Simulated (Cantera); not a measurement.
Charge: 1 mol MgO, 0.9 mol CH4, 0.63 mol CO, held at 898 K and 750 Torr.

Cantera equilibrium calculation (NASA polynomials, part measured and part estimated; ideal gas, pure solids and liquids). Candidate condensed phases: C, C6H6, C7H8, C8H18, H2O, Mg, MgCO3, MgO, Mg(OH)2; 116 gas species. The numbers say what is thermodynamically allowed, not how fast it happens.

Task: What is the equilibrium state?

Result: 
| Property | Result |
|---|---|
| x(H2) | 0.598 |
| x(H2O) | 0.142 |
| x(CH4) | 0.115 |
| x(CO) | 0.0938 |
| x(CO2) | 0.0517 |
| x(C2H6) | 1.43e-6 |
| n(C(graphite)) | 1.05 mol |
| n(MgO(s)) | 1.00 mol |
| gas amount | 1.858 mol |
| log10 activity of MgCO3(s) (absent) | -3.43 |
| log10 activity of Mg(s) (absent) | -17.20 |
